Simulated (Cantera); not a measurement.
An isothermal, constant-pressure homogeneous reactor starts with 1.37 % CH4, 98.1 % H2, 0.491 % CO2, at 1423 K and 105 Torr.

Computed with Cantera and GRI-Mech 3.0 (53 species, 325 reactions). GRI-Mech 3.0 stops at C3 and has no aromatics, soot or wall deposition, so with more carbon than oxygen in the feed, carbon stays in small species such as C2H2 where larger ones or solid carbon would form.

x: mole fraction; the columns are a selection and need not sum to one.

```json
[
 {"t (s)": "9.00e-5", "x CH4": "0.0137", "x H2": "0.981", "x CO2": "0.00491", "x CH2CO": "<1e-12", "x H2O": "1.26e-10", "x CH2": "<1e-12", "x HO2": "<1e-12"},
 {"t (s)": "0.000263", "x CH4": "0.0137", "x H2": "0.981", "x CO2": "0.00491", "x CH2CO": "<1e-12", "x H2O": "1.12e-9", "x CH2": "<1e-12", "x HO2": "<1e-12"},
 {"t (s)": "0.000769", "x CH4": "0.0137", "x H2": "0.981", "x CO2": "0.00491", "x CH2CO": "<1e-12", "x H2O": "___", "x CH2": "<1e-12", "x HO2": "<1e-12"},
 {"t (s)": "0.00225", "x CH4": "0.0137", "x H2": "0.981", "x CO2": "0.00491", "x CH2CO": "<1e-12", "x H2O": "8.32e-8", "x CH2": "<1e-12", "x HO2": "<1e-12"},
 {"t (s)": "0.00658", "x CH4": "0.0137", "x H2": "0.981", "x CO2": "0.00491", "x CH2CO": "<1e-12", "x H2O": "7.09e-7", "x CH2": "1.02e-12", "x HO2": "<1e-12"},
 {"t (s)": "0.0192", "x CH4": "0.0137", "x H2": "0.981", "x CO2": "0.00490", "x CH2CO": "<1e-12", "x H2O": "5.93e-6", "x CH2": "7.97e-12", "x HO2": "<1e-12"},
 {"t (s)": "0.0562", "x CH4": "0.0137", "x H2": "0.981", "x CO2": "0.00486", "x CH2CO": "3.22e-12", "x H2O": "4.36e-5", "x CH2": "3.91e-11", "x HO2": "<1e-12"},
 {"t (s)": "0.164", "x CH4": "0.0137", "x H2": "0.981", "x CO2": "0.00470", "x CH2CO": "2.60e-11", "x H2O": "0.000210", "x CH2": "5.99e-11", "x HO2": "<1e-12"},
 {"t (s)": "0.480", "x CH4": "0.0137", "x H2": "0.981", "x CO2": "0.00422", "x CH2CO": "9.50e-11", "x H2O": "0.000686", "x CH2": "6.02e-11", "x HO2": "<1e-12"},
 {"t (s)": "1.40", "x CH4": "0.0137", "x H2": "0.980", "x CO2": "0.00309", "x CH2CO": "2.73e-10", "x H2O": "0.00182", "x CH2": "6.02e-11", "x HO2": "<1e-12"},
 {"t (s)": "4.11", "x CH4": "0.0135", "x H2": "0.978", "x CO2": "___", "x CH2CO": "6.40e-10", "x H2O": "___", "x CH2": "5.99e-11", "x HO2": "<1e-12"},
 {"t (s)": "12.0", "x CH4": "0.0131", "x H2": "0.977", "x CO2": "9.39e-5", "x CH2CO": "1.15e-9", "x H2O": "0.00481", "x CH2": "5.89e-11", "x HO2": "<1e-12"},
 {"t (s)": "35.1", "x CH4": "0.0122", "x H2": "0.977", "x CO2": "1.08e-5", "x CH2CO": "1.89e-9", "x H2O": "0.00489", "x CH2": "5.65e-11", "x HO2": "<1e-12"},
 {"t (s)": "103", "x CH4": "0.0110", "x H2": "0.978", "x CO2": "1.08e-5", "x CH2CO": "2.86e-9", "x H2O": "0.00487", "x CH2": "5.32e-11", "x HO2": "<1e-12"},
 {"t (s)": "300", "x CH4": "0.0105", "x H2": "0.978", "x CO2": "1.07e-5", "x CH2CO": "3.21e-9", "x H2O": "0.00481", "x CH2": "5.17e-11", "x HO2": "<1e-12"}
]
```

Q: Some entries are withheld; supply them.

A: 
- 0.000769, x H2O: 9.69e-9
- 4.11, x CO2: 0.00124
- 4.11, x H2O: 0.00367
